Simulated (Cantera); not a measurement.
## Gas-phase reforming

A perfectly stirred reactor is fed with 18.5 % CH4, 81.5 % CO2, at 100.0 Torr; it is held at 1848 K, and followed from long to short residence time.

Model: GRI-Mech 3.0 (53 species, 325 reactions), integrated in Cantera.

```
τ (s)       x CH4  x CO2      x O2      x H2       x O       x H    x C2H4
-------  --------  -----  --------  --------  --------  --------  --------
6.6      0.000786  0.272   7.82e-8    0.0798   7.48e-8  0.000214   6.80e-7
1.8       0.00240  0.280   7.14e-8    0.0775   6.71e-8  0.000209   6.45e-6
0.47      0.00617  0.309   5.07e-8    0.0693   4.38e-8  0.000190   4.56e-5
0.12       0.0144  0.390   2.86e-8    0.0551   2.12e-8  0.000147  0.000249
0.033      0.0335  0.510   1.45e-8    0.0526   1.25e-8  0.000120  0.000985
0.0087     0.0748  0.650   4.63e-9    0.0636   8.53e-9  0.000119   0.00286
0.0023      0.129  0.759  8.31e-10    0.0469   5.07e-9   8.45e-5   0.00532
0.00061     0.171  0.806  4.92e-11    0.0110   1.43e-9   2.59e-5   0.00288
0.00016     0.183  0.814  3.14e-12  0.000884  2.84e-10   5.33e-6  0.000148
```
x: mole fraction; the columns are a selection and need not sum to one.
